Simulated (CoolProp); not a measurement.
Carbonyl sulfide at 298.15 K and 7.28 MPa is throttled through a valve to 4.06 MPa with no heat exchange. Each further row changes one setting.

Model: reference Helmholtz-energy equation of state, Lemmon 2006, in CoolProp. It is a short technical equation, of lower accuracy than the large ones.

```
case                      temperature change (K)                       final phase  final density (kg/m³)
------------------------  ----------------------  --------------------------------  ---------------------
as stated                                   +0.4                            liquid                   1000
outlet pressure 1.22 MPa                    -2.0  two-phase, vapour fraction 0.015                    713
outlet pressure 5.28 MPa                    +0.3                            liquid                   1010
```
